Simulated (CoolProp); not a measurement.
Sulfur dioxide along the isotherm 450.2 K: Z from the reference equation and from simpler models built on Tc = 430.6 K, pc = 7887 kPa, ω = 0.256; each cubic takes its own stable root.

Computed with CoolProp (reference Helmholtz-energy equation of state, Gao 2016).

```
p (kPa)          phase  reference  Soave-Redlich-Kwong  Peng-Robinson
-------  -------------  ---------  -------------------  -------------
62.3               gas     0.9977               0.9977         0.9974
105                gas     0.9960               0.9961         0.9956
178                gas     0.9933               0.9934         0.9925
300                gas     0.9886               0.9888         0.9874
506                gas     0.9807               0.9810         0.9786
853                gas     0.9672               0.9677         0.9638
1440               gas     0.9438               0.9448         0.9382
2430               gas     0.9025               0.9045         0.8936
4100               gas     0.8267               0.8311         0.8135
6920               gas     0.6707               0.6824         0.6555
11700    supercritical     0.2981               0.3648         0.3373
19700    supercritical     0.3736               0.4388         0.3978
```
